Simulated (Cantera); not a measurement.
A perfectly stirred reactor is fed with CH4 : O2 : N2 = 1 : 1.54 : 5.78 (molar parts), equivalence ratio 1.3, at 975 Torr; it is adiabatic with a 375 K inlet, and is followed from long to short residence time, starting on the burning branch (τ in s: 0.13, 0.048, 0.018, 0.0065, 0.0024, 0.00088, 0.00033, 0.00012, 4.4e-05, 1.6e-05).

Model: GRI-Mech 3.0 (53 species, 325 reactions), integrated in Cantera.

x: mole fraction; the columns are a selection and need not sum to one.

```
τ (s)    T (K)     x CH4      x O2   x H2O2   x C2H2     x CH3    x HCO
-------  -----  --------  --------  -------  -------  --------  -------
0.13      2104   3.43e-5   7.78e-5  5.65e-9  6.02e-7   1.49e-5  5.51e-8
0.048     2098   4.90e-5  0.000152  1.01e-8  1.25e-6   2.60e-5  1.10e-7
0.018     2090       ___       ___      ___      ___       ___      ___
0.0065    2078  0.000105  0.000580  3.13e-8  4.43e-6   7.32e-5  5.55e-7
0.0024    2061  0.000182   0.00114  5.07e-8  9.77e-6  0.000131  1.31e-6
0.00088   2037  0.000370   0.00235  8.03e-8  2.64e-5  0.000259  3.21e-6
0.00033   1998  0.000913   0.00535  1.40e-7  8.60e-5  0.000576  7.99e-6
0.00012    375     0.120     0.185   <1e-12   <1e-12    <1e-12   <1e-12
4.4e-5     375     0.120     0.185   <1e-12   <1e-12    <1e-12   <1e-12
1.6e-5     375     0.120     0.185   <1e-12   <1e-12    <1e-12   <1e-12
```

Problem. Some entries are withheld; supply them.

Solution. 
- 0.018, x CH4: 6.87e-5
- 0.018, x O2: 0.000293
- 0.018, x H2O2: 1.80e-8
- 0.018, x C2H2: 2.28e-6
- 0.018, x CH3: 4.30e-5
- 0.018, x HCO: 2.38e-7
